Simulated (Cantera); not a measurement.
Input: 1 mol n-butane, 14 mol H₂, 0.067 mol H₂O, at 4.40 bar.

Cantera equilibrium calculation (NASA polynomials, part measured and part estimated; ideal gas, pure solids and liquids). Candidate condensed phases: C, C₆H₆, C₇H₈, C₈H₁₈, H₂O; 110 gas species. Kinetics and transport are ignored.

### Question
What share of the C ends up in condensed phases as a function of T (K), at 875, 1075, 1275, 1475, 1675, 1875, 2075, 2275?

### Answer
```
T (K)  C condensed (%)           as
-----  ---------------  -----------
875                0.0            -
1075              38.7  C(graphite)
1275              81.1  C(graphite)
1475              92.5  C(graphite)
1675              95.8  C(graphite)
1875              96.7  C(graphite)
2075              96.4  C(graphite)
2275              94.2  C(graphite)
```
